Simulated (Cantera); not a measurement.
A closed system holds: 1 mol Cu, 0.065 mol CO₂, 4.4 mol H₂, held at 1198 K and 7.50 Torr.

These are equilibrium values from Cantera (NASA tables, ideal gas, pure condensed phases), not measurements of a reactor. Candidate condensed phases: C, C₆H₆, C₇H₈, C₈H₁₈, Cu, CuO, Cu(OH)₂, Cu₂O, H₂O; 113 gas species. The numbers say what is thermodynamically allowed, not how fast it happens.

### Question
What is the equilibrium state?

### Answer
x(H₂): 0.971
x(H₂O): 0.0144
x(CO): 0.0144
x(CO₂): 0.000156
x(H): 1.87e-6
x(Cu): 1.16e-6
n(Cu(s)): 1.000 mol
gas amount: 4.465 mol
log10 activity of C(graphite) (absent): -3.59
log10 activity of Cu(OH)₂(s) (absent): -14.88
